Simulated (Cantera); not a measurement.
Charge: 1 mol C₂F₆, a varied amount of F₂, at 923 K and 1.00 bar.

Equilibrium computed with Cantera from the NASA thermochemical tables; the gas is ideal and each condensed phase is pure. Candidate condensed phases: C; 13 gas species. The feed counts by its element totals alone. Gases not in the tables: C₂F₆ and larger saturated fluorocarbons. The numbers say what is thermodynamically allowed, not how fast it happens.

Question: What share of the C ends up in condensed phases as a function of n(F₂) (mol), at 0.21, 0.26, 0.31, 0.39, 0.48, 0.59, 0.73, 0.9, 1.1, 1.4, 1.7, 2.1, 2.6?

Answer: 
```tsv
n(F₂) (mol)	C condensed (%)	as
0.21	19.8	C(graphite)
0.26	18.5	C(graphite)
0.31	17.2	C(graphite)
0.39	15.2	C(graphite)
0.48	13.0	C(graphite)
0.59	10.2	C(graphite)
0.73	6.8	C(graphite)
0.9	2.5	C(graphite)
1.1	0.0	-
1.4	0.0	-
1.7	0.0	-
2.1	0.0	-
2.6	0.0	-
```
